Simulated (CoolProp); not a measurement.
Computed with CoolProp (reference Helmholtz-energy equation of state, Lemmon 2000). It is a pseudo-pure fit of the blend.

For dry air, give the phase and the cv (kJ/(kg K)), speed of sound (m/s), Joule-Thomson coefficient (K/MPa) at 148.5 K and 204 kPa; 148.5 K and 733 kPa; 148.5 K and 2630 kPa.


- 148.5 K and 204 kPa: gas; cv 0.720, speed of sound 243, Joule-Thomson coefficient 8.22
- 148.5 K and 733 kPa: gas; cv 0.733, speed of sound 239, Joule-Thomson coefficient 8.21
- 148.5 K and 2630 kPa: gas; cv 0.791, speed of sound 225, Joule-Thomson coefficient 8.01
